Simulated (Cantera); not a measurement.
## Low-pressure radical oxidation in H2/O2

An isothermal, constant-pressure homogeneous reactor starts with 19.9 % H2, 79.4 % O2, 0.691 % H2O, equivalence ratio 0.12, at 1273 K and 19.5 Torr.

Model: the H2/O2 subset of GRI-Mech 3.0, which has no nitrogen chemistry, integrated in Cantera. Radical loss at walls, strong at low pressure, is not modelled. The temperature is held fixed by assumption; the heat of reaction is taken as removed at once.

```tsv
t (s)	x H2	x O2	x H2O2	x H	x HO2	x OH	x O
3.00e-6	0.199	0.794	<1e-12	2.92e-9	3.12e-9	2.08e-10	2.19e-10
1.39e-5	0.199	0.794	5.79e-12	1.27e-8	1.45e-8	3.15e-9	3.83e-9
6.46e-5	0.199	0.794	1.24e-10	1.38e-7	6.75e-8	5.99e-8	8.76e-8
0.000300	0.197	0.794	7.67e-9	0.000684	2.90e-6	0.000312	0.000467
0.00139	0.00862	0.694	5.83e-7	0.0477	1.48e-5	0.0119	0.0654
0.00646	0.00287	0.750	6.66e-7	0.00763	1.42e-5	0.00703	0.0191
0.0300	0.000161	0.770	2.45e-7	9.67e-5	3.69e-6	0.00167	0.00105
0.139	9.85e-6	0.772	5.12e-8	1.51e-6	3.84e-7	0.000420	6.54e-5
0.646	1.14e-6	0.772	1.11e-8	6.11e-8	6.41e-8	0.000144	7.71e-6
3.00	1.99e-7	0.772	2.72e-9	4.55e-9	3.82e-8	6.06e-5	1.36e-6
```
x: mole fraction; the columns are a selection and need not sum to one.

Equilibrium at this temperature and pressure: H2 8.63e-8, O2 0.772, H2O2 1.44e-9, H 1.31e-9, HO2 4.64e-8, OH 3.99e-5, O 5.90e-7 (gas phase only).
